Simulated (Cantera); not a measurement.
**Stirred combustor or abatement burner**

A perfectly stirred reactor is fed with 17.1 % H₂, 17.4 % O₂, 65.5 % N₂, at 10.0 bar; it is adiabatic with a 823 K inlet, and is followed from long to short residence time, starting on the burning branch (τ in s: 0.085, 0.031, 0.011, 0.0042, 0.0015, 0.00056, 0.00021, 7.6e-05, 2.8e-05, 1e-05).

Cantera simulation using GRI-Mech 3.0 (53 species, 325 reactions); the numbers are that mechanism's predictions, not measurements. The hydrogen kinetics of GRI-Mech 3.0 are dated; newer H2 mechanisms differ, most at raised pressure.

```
τ (s)    T (K)      x H₂    x O₂   x H₂O₂     x HO₂  x H₂O     x OH    x N₂O
-------  -----  --------  ------  -------  --------  -----  -------  -------
0.085     2062   9.21e-5  0.0960  4.16e-7   4.93e-6  0.185  0.00175  9.84e-7
0.031     2063  0.000102  0.0963  4.24e-7   5.06e-6  0.185  0.00180  1.02e-6
0.011     2063  0.000127  0.0964  4.41e-7   5.37e-6  0.185  0.00188  1.10e-6
0.0042    2062  0.000182  0.0964  4.79e-7   6.07e-6  0.185  0.00206  1.28e-6
0.0015    2059  0.000314  0.0963  5.71e-7   7.92e-6  0.185  0.00245  1.68e-6
0.00056   2053  0.000574  0.0962  7.41e-7   1.20e-5  0.184  0.00310  2.26e-6
0.00021   2044   0.00107  0.0960  1.02e-6   2.04e-5  0.183  0.00405  2.74e-6
7.6e-5    2026   0.00206  0.0958  1.45e-6   3.75e-5  0.181  0.00537  2.77e-6
2.8e-5    1995   0.00389  0.0958  2.04e-6   6.91e-5  0.178  0.00692  2.36e-6
1.0e-5    1941   0.00745  0.0962  2.91e-6  0.000127  0.172  0.00850  1.77e-6
```
x: mole fraction; the columns are a selection and need not sum to one.
